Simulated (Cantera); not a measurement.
Input: 1 mol Si, 1.8 mol NH₃, 170 mol H₂, 17 mol CO₂, held at 648.15 K and 10000 Pa.

These are equilibrium values from Cantera (NASA tables, ideal gas, pure condensed phases), not measurements of a reactor. Candidate condensed phases: C, C₆H₆, C₇H₈, C₈H₁₈, H₂O, Si, SiC, SiO₂, Si₂N₂O, Si₃N₄; 151 gas species. Rates play no part.

Base state: H₂ 0.683, H₂O 0.203, CH₄ 0.108, N₂ 0.00570, CO₂ 0.000438, CO 9.25e-5, NH₃ 8.20e-5 (mole fractions); condensed: SiO₂(α-quartz).

### Question
What changes in the equilibrium state with this change: pressure from 10000 Pa to 250 Pa?

### Answer
| species | before | after |
|---|---|---|
| H₂ | 0.683 | 0.802 |
| H₂O | 0.203 | 0.0971 |
| CH₄ | 0.108 | 0.0438 |
| CO | 9.25e-5 | 0.0177 |
| CO₂ | 0.000438 | 0.0340 |
| NH₃ | 8.20e-5 | 2.48e-6 |
| N₂ | 0.00570 | 0.00514 |
| SiO₂(α-quartz), mol | 1.00 | 1.00 |
| C(graphite), mol | 0 | 0.295 |
